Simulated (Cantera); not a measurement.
A closed system holds: 1 mol Ti, 12 mol H2O, 1.2 mol H2, equilibrated at 2175 K and 10.0 Pa.

Equilibrium computed with Cantera from the NASA thermochemical tables; the gas is ideal and each condensed phase is pure. Candidate condensed phases: H2O, Ti, TiO, TiO2, Ti2O3, Ti3O5, Ti4O7; 12 gas species. The numbers say what is thermodynamically allowed, not how fast it happens.

**Question.** What is the equilibrium state?

**Answer.** 
| Item | Result |
|---|---|
| x(H2O) | 0.397 |
| x(H) | 0.223 |
| x(H2) | 0.209 |
| x(OH) | 0.0570 |
| x(O) | 0.0427 |
| x(TiO2) | 0.0373 |
| x(O2) | 0.0343 |
| x(TiO) | 0.000447 |
| n(TiO2(l)) | 0.331 mol |
| gas amount | 17.71 mol |
| log10 activity of Ti4O7(l) (absent) | -0.03 |
| log10 activity of Ti3O5(l) (absent) | -0.43 |
| log10 activity of Ti2O3(l) (absent) | -1.23 |
